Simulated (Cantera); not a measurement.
A freely propagating, adiabatic, planar premixed flame of H2 : O2 : N2 = 1 : 0.562 : 2.53 (molar parts), equivalence ratio 0.89, unburnt at 500 K and 0.128 atm; mixture-averaged transport, grid criteria slope 0.08 and curve 0.16, no radiation.

Computed with Cantera and the H2/O2 subset of GRI-Mech 3.0, which has no nitrogen chemistry. Burning velocities carry a grid error of a few per cent, more on coarse grids.

Problem. Predict: laminar burning velocity; thermal thickness; peak x(HO2); peak x(OH); peak x(H2O2).

Solution. 
- laminar burning velocity: 343 cm/s
- thermal thickness: 6.75 mm
- peak x(HO2): 6.79e-5
- peak x(OH): 0.0131
- peak x(H2O2): 3.81e-6
